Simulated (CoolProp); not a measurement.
Vapour-liquid equilibrium of benzene (1) + n-octane (2) at 22.15 °C; x and y are mole fractions of (1).

Values from CoolProp's multi-fluid Helmholtz-energy mixture model, Thol 2012 and Beckmüller 2019; pair parameters Bell 2016.

```
x      bubble pressure (bar)  y at the bubble point  dew pressure at overall composition x (bar)  liquid density (mol/L)
-----  ---------------------  ---------------------  -------------------------------------------  ----------------------
0.05                 0.02288                  0.338                                      0.01667                   6.285
0.125                0.03316                  0.578                                      0.01794                   6.521
0.2                  0.04292                  0.701                                      0.01942                   6.774
0.275                0.05191                  0.773                                      0.02116                   7.045
0.35                 0.06005                  0.821                                      0.02324                   7.336
0.425                0.06735                  0.855                                      0.02577                   7.650
0.5                  0.07392                  0.881                                      0.02893                   7.989
0.575                0.07990                  0.902                                      0.03296                   8.357
0.65                 0.08546                  0.920                                      0.03827                   8.758
0.725                0.09080                  0.937                                      0.04559                   9.196
0.8                  0.09608                  0.953                                      0.05619                   9.677
0.875                 0.1015                  0.969                                      0.07228                   10.21
0.95                  0.1071                  0.987                                      0.09515                   10.79
```

No azeotrope shows between x = 0.05 and 0.95.

The pair parameters rest on a limited set of measurements; away from them the model extrapolates.
